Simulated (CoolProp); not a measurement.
Model: reference Helmholtz-energy equation of state, Lemmon 2006, in CoolProp. It is a short technical equation, of lower accuracy than the large ones.

Q: Give the vapour pressure (kPa), liquid density (kg/m³), enthalpy of vaporisation (kJ/kg), liquid cp (kJ/(kg K)) of saturated neopentane at 32.95, 37.55 °C.

A: 
```tsv
T (°C)	p (kPa)	liquid density (kg/m³)	enthalpy of vaporisation (kJ/kg)	liquid cp (kJ/(kg K))
32.95	219	575	297	2.36
37.55	251	570	293	2.39
```
